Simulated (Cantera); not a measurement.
Input: 1 mol SiC, 0.073 mol H2O, 97 mol H2, 0.0012 mol O2, equilibrated at 13.0 Pa.

Method: chemical equilibrium by Gibbs-energy minimisation in Cantera with the NASA 1993 tables (ideal gas, pure condensed phases). Candidate condensed phases: C, C6H6, C7H8, C8H18, H2O, Si, SiC, SiO2; 123 gas species. Rates play no part. All values below are at 1223 K.

Base state: H2 0.999, SiO 0.000388, CO 0.000388, H 2.64e-5 (mole fractions); condensed: SiC(s).

Question: What changes in the equilibrium state with this change: O2 from 0.0012 to 0.29 mol?

Answer: 
```tsv
species	before	after
H2	0.999	0.995
CO	0.000388	0.00296
SiO	0.000388	0.00219
H	2.64e-5	2.63e-5
SiC(s), mol	0.962	0.711
SiO2(β-quartz), mol	0	0.0753
```
Mutual solubility and eutectic melting of coexisting phases are not modelled. The tables hold silica as quartz up to 1696 K and as liquid above; real silica turns to tridymite and cristobalite and melts near 1996 K.
